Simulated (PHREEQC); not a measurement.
Consider water at 20 °C with 0.044 mol/kgw CdSO4, 4.6e-05 mol/kgw NaCl and 4.3e-05 mol/kgw FeSO4. It is in equilibrium with CO2 at log p = -2 (atm). Otherwise closed; pH follows from the charge balance.

The numbers come from PHREEQC with the ion-association model, phreeqc.dat.

Each row changes one thing in this solution. No solid was allowed to form.

```json
[
 {"case": "as made", "pH": "4.94", "ionic strength (mol/kgw)": "0.0908", "SO4-2 (mol/kgw)": "0.0189", "Na+ (mol/kgw)": "4.44e-5", "Fe+2 (mol/kgw)": "2.90e-5", "HCO3- (mol/kgw)": "1.79e-5", "SI of Siderite (FeCO3)": "-4.34", "SI of Melanterite (FeSO4:7H2O)": "-4.79"},
 {"case": "diluted 2-fold with water", "pH": "4.94", "ionic strength (mol/kgw)": "0.0501", "SO4-2 (mol/kgw)": "0.0114", "Na+ (mol/kgw)": "(withheld)", "Fe+2 (mol/kgw)": "1.52e-5", "HCO3- (mol/kgw)": "1.69e-5", "SI of Siderite (FeCO3)": "-4.56", "SI of Melanterite (FeSO4:7H2O)": "-5.14"},
 {"case": "CdSO4 replaced by Li2SO4 at the same molality", "pH": "5.06", "ionic strength (mol/kgw)": "0.122", "SO4-2 (mol/kgw)": "0.0390", "Na+ (mol/kgw)": "4.31e-5", "Fe+2 (mol/kgw)": "2.36e-5", "HCO3- (mol/kgw)": "2.40e-5", "SI of Siderite (FeCO3)": "-4.23", "SI of Melanterite (FeSO4:7H2O)": "-4.64"},
 {"case": "NaCl replaced by NaHCO3 at the same molality", "pH": "5.33", "ionic strength (mol/kgw)": "0.0908", "SO4-2 (mol/kgw)": "0.0189", "Na+ (mol/kgw)": "4.44e-5", "Fe+2 (mol/kgw)": "2.90e-5", "HCO3- (mol/kgw)": "4.32e-5", "SI of Siderite (FeCO3)": "-3.57", "SI of Melanterite (FeSO4:7H2O)": "-4.79"},
 {"case": "CdSO4 from 0.044 to 0.088 mol/kgw", "pH": "4.94", "ionic strength (mol/kgw)": "0.167", "SO4-2 (mol/kgw)": "0.0300", "Na+ (mol/kgw)": "4.40e-5", "Fe+2 (mol/kgw)": "2.84e-5", "HCO3- (mol/kgw)": "1.86e-5", "SI of Siderite (FeCO3)": "-4.43", "SI of Melanterite (FeSO4:7H2O)": "-4.76"},
 {"case": "CdSO4 from 0.044 to 0.022 mol/kgw", "pH": "4.94", "ionic strength (mol/kgw)": "0.0502", "SO4-2 (mol/kgw)": "0.0114", "Na+ (mol/kgw)": "4.48e-5", "Fe+2 (mol/kgw)": "3.04e-5", "HCO3- (mol/kgw)": "1.69e-5", "SI of Siderite (FeCO3)": "-4.26", "SI of Melanterite (FeSO4:7H2O)": "-4.84"},
 {"case": "CdSO4 replaced by Al2(SO4)3 at the same molality", "pH": "3.96", "ionic strength (mol/kgw)": "0.147", "SO4-2 (mol/kgw)": "0.0333", "Na+ (mol/kgw)": "4.37e-5", "Fe+2 (mol/kgw)": "(withheld)", "HCO3- (mol/kgw)": "1.95e-6", "SI of Siderite (FeCO3)": "-6.40", "SI of Melanterite (FeSO4:7H2O)": "-4.71"}
]
```

Complete the blanks.


- diluted 2-fold with water, Na+ (mol/kgw): 2.24e-5
- CdSO4 replaced by Al2(SO4)3 at the same molality, Fe+2 (mol/kgw): 2.65e-5

Some of these states are supersaturated (in Otavite, Gibbsite (slow to form), for instance).
